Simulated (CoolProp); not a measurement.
Vapour-liquid equilibrium of dimethyl carbonate (1) + n-decane (2) at 460.1 K; x and y are mole fractions of (1).

Values from CoolProp's multi-fluid Helmholtz-energy mixture model, Zhou 2011 and Lemmon 2006; pair parameters Bell 2016.

```csv
x,bubble pressure (bar),y at the bubble point,dew pressure at overall composition x (bar),liquid density (mol/L)
0.05,2.554,0.456,(withheld),4.269
0.2,5.150,0.741,1.742,4.629
0.35,(withheld),0.813,(withheld),5.059
0.5,(withheld),0.851,2.772,5.593
0.65,8.594,0.883,3.908,6.285
0.8,(withheld),0.921,6.395,7.221
0.95,10.32,0.975,9.945,8.534
```

### Question
What belongs in the gaps?

### Answer

- 0.05, dew pressure at overall composition x (bar): 1.464
- 0.35, bubble pressure (bar): 6.724
- 0.35, dew pressure at overall composition x (bar): 2.142
- 0.5, bubble pressure (bar): 7.757
- 0.8, bubble pressure (bar): 9.426

No azeotrope shows between x = 0.05 and 0.95.

Pair parameters are fitted to limited data, so mixtures are less certain than the pure fluids. With so large a gap from Raoult's law the liquid may split in two, which this calculation doesn't test in full.
